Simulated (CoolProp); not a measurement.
Properties of CHF3 (R23) at several states.

Model: reference Helmholtz-energy equation of state, Penoncello 2003, in CoolProp.

```
T (°C)  p (kPa)   phase  cp (kJ/(kg K))  cv (kJ/(kg K))  speed of sound (m/s)  isothermal compressibility (1/MPa)
------  -------  ------  --------------  --------------  --------------------  ----------------------------------
-61.65      359  liquid             [?]             [?]                 712.8                            0.002572
-95.55      102  liquid           1.218          0.7147                 896.6                            0.001417
-17.25      120     gas          0.6864          0.5579                   [?]                               8.468
-18.75     18.3     gas          0.6682             [?]                 191.5                               54.78
```

Question: Fill in the missing entries.

Answer: 
- -61.65, cp (kJ/(kg K)): 1.284
- -61.65, cv (kJ/(kg K)): 0.7197
- -17.25, speed of sound (m/s): 190.3
- -18.75, cv (kJ/(kg K)): 0.5480
